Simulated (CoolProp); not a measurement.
The fluid at 298.15 K and 1.36 MPa expands adiabatically to 0.0921 MPa with isentropic efficiency 1. The same conditions are run with several fluids, on thermodynamics alone (safety and materials aside).

The numbers come from the reference Helmholtz-energy equation of state of each fluid (C2F6 (R116): Lemmon 2006; carbon monoxide: Lemmon 2006; ethylene: Smukala 2000; CH3F (R41): Lemmon 2006) in CoolProp.

```json
[
 {"fluid": "C2F6 (R116)", "work (kJ/kg)": "(withheld)", "final temperature (K)": "230.4", "final phase": "gas", "final density (kg/m³)": "(withheld)"},
 {"fluid": "carbon monoxide", "work (kJ/kg)": "164", "final temperature (K)": "137.4", "final phase": "gas", "final density (kg/m³)": "2.28"},
 {"fluid": "ethylene", "work (kJ/kg)": "169", "final temperature (K)": "(withheld)", "final phase": "two-phase, vapour fraction 0.977", "final density (kg/m³)": "1.96"},
 {"fluid": "CH3F (R41)", "work (kJ/kg)": "135", "final temperature (K)": "193.1", "final phase": "two-phase, vapour fraction 0.903", "final density (kg/m³)": "2.25"}
]
```

Task: Fill in the missing entries.

Result: 
- C2F6 (R116), work (kJ/kg): 39.5
- C2F6 (R116), final density (kg/m³): 6.79
- ethylene, final temperature (K): 167.8
